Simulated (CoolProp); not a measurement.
A simple Rankine cycle with the fluoroketone C6F12O (FK-5-1-12): condensing at 318.15 K, boiler at 1.11 MPa, turbine inlet 419.4 K, turbine efficiency 0.6, pump efficiency 0.7, no recuperator. Each further row changes one setting.

The numbers come from the reference Helmholtz-energy equation of state, McLinden 2015 in CoolProp.

| case | thermal efficiency (%) | net work (kJ/kg) | heat in (kJ/kg) | turbine exit temperature (K) | volume ratio over the turbine |
|---|---|---|---|---|---|
| as stated | 7.7 | 13.0 | 169 | 390.6 | 17.3 |
| turbine inlet 439.4 K | 7.4 | 14.2 | 192 | 413.1 | 15.6 |
| condensing temperature 310.15 K | 8.3 | 14.7 | 178 | 388.6 | 23.2 |
| boiler pressure 0.777 MPa | 6.9 | 12.0 | 175 | 398.2 | 10.3 |
| turbine efficiency 0.5 | 6.3 | 10.7 | 169 | 393.1 | 17.4 |
